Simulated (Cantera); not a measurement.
Equilibrium for silicon nitride deposition: SiF4 + NH3 + N2

Charge: 1 mol SiF4, 2 mol NH3, 25 mol N2, held at 1473 K and 4.30 mbar.

Equilibrium computed with Cantera from the NASA thermochemical tables; the gas is ideal and each condensed phase is pure. Candidate condensed phases: Si, Si3N4; 37 gas species. The tables' values for SiF3, SiF2 are old estimates; treat these amounts as uncertain. Rates play no part.

```yaml
x(N2): 0.864
x(H2): 0.0966
x(SiF4): 0.0277
x(HF): 0.00605
x(SiF3): 0.00486
x(SiF2): 0.000509
x(SiHF3): 0.000178
x(H): 5.99e-5
gas_amount: 30.09 mol
log10 activity of Si(s) (absent): -2.40
```
